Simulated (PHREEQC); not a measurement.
Consider water at 60 °C with 0.0042 mol HCl, 3.1e-05 mol NaCl and 4.3e-05 mol KCl per kg of water. Closed to the air; pH follows from the charge balance.

Equilibrium calculation in PHREEQC: ion-association model, phreeqc.dat.

```tsv
quantity	before	after
pH	2.41	2.70
SI of Sylvite (KCl)	-7.86	-8.44
SI of Halite (NaCl)	-8.54	-9.12
```

Problem. What was changed between the two runs?
A) diluted 100-fold with water
B) temperature from 60 to 50 °C
C) 0.0038 mol/kgw CuCl2 added
D) diluted 2-fold with water
E) temperature from 60 to 85 °C

Solution. D, diluted 2-fold with water

This is a speciation only: nothing precipitates in the calculation. At this temperature some constants are extrapolated from 25 °C, and those without enthalpy data are left unchanged.
